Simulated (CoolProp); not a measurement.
Vapour-liquid equilibrium of toluene (1) + n-dodecane (2) at 33.4 kPa; x and y are mole fractions of (1).

Computed with CoolProp (multi-fluid Helmholtz-energy mixture model, Lemmon 2006 and Lemmon 2004; pair parameters Bell 2016).

Give the bubble temperature and the first vapour's composition at x = 0.15, 0.25, 0.55. Is there an azeotrope?

x = 0.15: 409.9 K, y = 0.755; x = 0.25: 392.9 K, y = 0.890; x = 0.55: 365.9 K, y = 0.981. No azeotrope shows between x = 0.05 and 0.95.

The pair parameters rest on a limited set of measurements; away from them the model extrapolates. The gap from Raoult's law changes sign with composition, which may be real or a fault of the pair parameters; it wasn't checked against measurements.
